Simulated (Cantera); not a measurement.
Input: 1 mol TEOS, 0.38 mol O₂, 0.18 mol CO₂, equilibrated at 2.20 mbar.

Method: chemical equilibrium by Gibbs-energy minimisation in Cantera with the NASA 1993 tables (ideal gas, pure condensed phases). Candidate condensed phases: C, C₆H₆, C₇H₈, C₈H₁₈, H₂O, Si, SiC, SiO₂; 123 gas species. The feed counts by its element totals alone. Rates play no part. All values below are at 1325 °C.

Base state: H₂ 0.661, CO 0.337, SiO 0.000972, H 0.000922, C₂H₂ (acetylene) 1.78e-5 (mole fractions); condensed: C(graphite) + SiC(s).

Task: What changes in the equilibrium state with this change: O₂ from 0.38 to 6.3 mol?

Result: 
```csv
species,before,after
CO,0.337,0.343
H₂,0.661,0.284
H₂O,4.34e-7,0.266
CO₂,7.40e-8,0.107
SiO,0.000972,1.18e-5
OH,<1e-9,2.20e-5
C₂H₂ (acetylene),1.78e-5,<1e-9
H,0.000922,0.000605
"C(graphite), mol",2.09,0
"SiC(s), mol",0.985,0
"SiO₂(β-quartz), mol",0,1.000
```
The tables hold silica as quartz up to 1696 K and as liquid above; real silica turns to tridymite and cristobalite and melts near 1996 K.
